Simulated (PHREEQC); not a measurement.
# Hard or scaling water

Solution (25 °C): 0.026 mol/kgw BaCl2, 5e-06 mol/kgw CO2 and 0.0093 mol/kgw KCl. Closed to the air; pH follows from the charge balance.

Equilibrium calculation in PHREEQC: ion-association model, wateq4f.dat.

The pH is 5.88 and the ionic strength comes out as 0.0873 mol/kgw.

```csv
species,molality,activity,log γ
Cl-,0.0613,0.0475,-0.111
Ba+2,0.0260,0.0102,-0.406
K+,0.00930,0.00720,-0.111
CO2,3.41e-6,3.47e-6,0.009
H+,1.61e-6,1.33e-6,-0.080
HCO3-,1.45e-6,1.16e-6,-0.099
BaHCO3+,1.43e-7,1.13e-7,-0.103
OH-,9.70e-9,7.49e-9,-0.112
```

Precipitation was switched off in this run.
